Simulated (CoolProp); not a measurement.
A simple Rankine cycle with isohexane: condensing at 317.15 K, boiler at 1.71 MPa, turbine inlet 474.8 K, turbine efficiency 0.85, pump efficiency 0.6, no recuperator. Each further row changes one setting.

Values from CoolProp's reference Helmholtz-energy equation of state, Lemmon 2006. It is a short technical equation, of lower accuracy than the large ones.

```csv
case,thermal efficiency (%),net work (kJ/kg),heat in (kJ/kg),turbine exit temperature (K),volume ratio over the turbine
as stated,?,?,616,407.2,35.2
turbine inlet 494.8 K,16.6,112,674,429.7,?
condensing temperature 309.15 K,?,114,?,402.6,46.9
boiler pressure 1.2 MPa,?,98.9,?,?,22.0
turbine efficiency 0.75,14.8,91.3,616,413.0,35.7
```

Problem. Some entries are withheld; supply them.

Solution. 
- as stated, thermal efficiency (%): 16.9
- as stated, net work (kJ/kg): 104
- turbine inlet 494.8 K, volume ratio over the turbine: 33.0
- condensing temperature 309.15 K, thermal efficiency (%): 17.9
- condensing temperature 309.15 K, heat in (kJ/kg): 635
- boiler pressure 1.2 MPa, thermal efficiency (%): 15.5
- boiler pressure 1.2 MPa, heat in (kJ/kg): 637
- boiler pressure 1.2 MPa, turbine exit temperature (K): 418.8
